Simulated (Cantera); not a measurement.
Input: 1 mol SiH4, 2.8 mol NH3, at 13.0 Pa.

Method: chemical equilibrium by Gibbs-energy minimisation in Cantera with the NASA 1993 tables (ideal gas, pure condensed phases). Candidate condensed phases: Si, Si3N4; 18 gas species. Gases not in the tables: Si2H6 and higher silanes. Equilibrium is a limit: real reactors are often held back by kinetics, nucleation or transport.

Q: What share of the Si ends up in condensed phases as a function of T (K), at 1373, 1423, 1473, 1523, 1573, 1623, 1673, 1723, 1773, 1823, 1873, 1923, 1973?

A: 
```json
[
 {"T (K)": "1373", "Si condensed (%)": "100.0", "as": "Si3N4(s)"},
 {"T (K)": "1423", "Si condensed (%)": "100.0", "as": "Si3N4(s)"},
 {"T (K)": "1473", "Si condensed (%)": "100.0", "as": "Si(s)"},
 {"T (K)": "1523", "Si condensed (%)": "99.9", "as": "Si(s)"},
 {"T (K)": "1573", "Si condensed (%)": "99.7", "as": "Si(s)"},
 {"T (K)": "1623", "Si condensed (%)": "99.0", "as": "Si(s)"},
 {"T (K)": "1673", "Si condensed (%)": "97.4", "as": "Si(s)"},
 {"T (K)": "1723", "Si condensed (%)": "93.9", "as": "Si(l)"},
 {"T (K)": "1773", "Si condensed (%)": "86.7", "as": "Si(l)"},
 {"T (K)": "1823", "Si condensed (%)": "71.8", "as": "Si(l)"},
 {"T (K)": "1873", "Si condensed (%)": "41.1", "as": "Si(l)"},
 {"T (K)": "1923", "Si condensed (%)": "0.0", "as": "-"},
 {"T (K)": "1973", "Si condensed (%)": "0.0", "as": "-"}
]
```
